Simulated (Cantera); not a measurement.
Charge: 1 mol B₂O₃, 2.7 mol H₂O, held at 0.130 bar.

Cantera equilibrium calculation (NASA polynomials, part measured and part estimated; ideal gas, pure solids and liquids). Candidate condensed phases: B, B₂O₃, B₃O₃H₃, H₂O; 23 gas species. Gases not in the tables: H₃BO₃. Rates play no part.

log p: log10 of the partial pressure in bar; n: condensed amount in mol.

```json
[
 {"T (°C)": "1350", "log p H₂O": "-0.97", "log p HBO₂": "-1.66", "log p B₂O₃": "-3.66", "log p H₂": "-3.90", "log p BO₂": "?", "n B₂O₃(l)": "0.745"},
 {"T (°C)": "1400", "log p H₂O": "-1.00", "log p HBO₂": "-1.52", "log p B₂O₃": "-3.29", "log p H₂": "-3.76", "log p BO₂": "?", "n B₂O₃(l)": "0.632"},
 {"T (°C)": "1450", "log p H₂O": "-1.05", "log p HBO₂": "-1.40", "log p B₂O₃": "-2.95", "log p H₂": "-3.63", "log p BO₂": "?", "n B₂O₃(l)": "0.478"},
 {"T (°C)": "1500", "log p H₂O": "-1.12", "log p HBO₂": "-1.30", "log p B₂O₃": "-2.63", "log p H₂": "-3.53", "log p BO₂": "?", "n B₂O₃(l)": "0.266"},
 {"T (°C)": "1550", "log p H₂O": "-1.20", "log p HBO₂": "-1.21", "log p B₂O₃": "-2.35", "log p H₂": "-3.43", "log p BO₂": "?", "n B₂O₃(l)": "0"},
 {"T (°C)": "1600", "log p H₂O": "-1.19", "log p HBO₂": "-1.22", "log p B₂O₃": "-2.32", "log p H₂": "-3.30", "log p BO₂": "?", "n B₂O₃(l)": "0"},
 {"T (°C)": "1650", "log p H₂O": "-1.19", "log p HBO₂": "-1.22", "log p B₂O₃": "-2.29", "log p H₂": "-3.18", "log p BO₂": "?", "n B₂O₃(l)": "0"},
 {"T (°C)": "1700", "log p H₂O": "-1.19", "log p HBO₂": "-1.23", "log p B₂O₃": "-2.27", "log p H₂": "-3.06", "log p BO₂": "?", "n B₂O₃(l)": "0"},
 {"T (°C)": "1750", "log p H₂O": "-1.19", "log p HBO₂": "-1.24", "log p B₂O₃": "-2.24", "log p H₂": "-2.95", "log p BO₂": "?", "n B₂O₃(l)": "0"},
 {"T (°C)": "1800", "log p H₂O": "-1.20", "log p HBO₂": "-1.24", "log p B₂O₃": "-2.22", "log p H₂": "-2.84", "log p BO₂": "?", "n B₂O₃(l)": "0"}
]
```

Question: Fill in the missing entries.

Answer: 
- 1350, log p BO₂: -5.17
- 1400, log p BO₂: -4.82
- 1450, log p BO₂: -4.50
- 1500, log p BO₂: -4.20
- 1550, log p BO₂: -3.93
- 1600, log p BO₂: -3.79
- 1650, log p BO₂: -3.64
- 1700, log p BO₂: -3.51
- 1750, log p BO₂: -3.38
- 1800, log p BO₂: -3.26
